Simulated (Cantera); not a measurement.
Feed: 1 mol Fe₃O₄, 2.7 mol CH₄, 16 mol N₂, at 0.0100 bar.

Cantera equilibrium calculation (NASA polynomials, part measured and part estimated; ideal gas, pure solids and liquids). Candidate condensed phases: C, C₆H₆, C₇H₈, C₈H₁₈, Fe, Fe(CO)₅, FeO, Fe(OH)₂, Fe(OH)₃, Fe₂O₃, Fe₃O₄, H₂O; 140 gas species. Equilibrium is a limit: real reactors are often held back by kinetics, nucleation or transport. All values below are at 1327 °C.

Base state: N₂ 0.664, H₂ 0.179, CO 0.103, H₂O 0.0452, CO₂ 0.00870, H 0.000230, Fe 0.000110 (mole fractions); condensed: Fe(γ).

**Question.** What changes in the equilibrium state with this change: CH₄ from 2.7 to 3.8 mol?

**Answer.** 
```
species       before     after
----------  --------  --------
N₂             0.664     0.584
H₂             0.179     0.271
CO             0.103     0.138
H₂O           0.0452   0.00624
Fe          0.000110  0.000110
CO₂          0.00870   0.00105
H           0.000230  0.000283
Fe(γ), mol      3.00      3.00
```
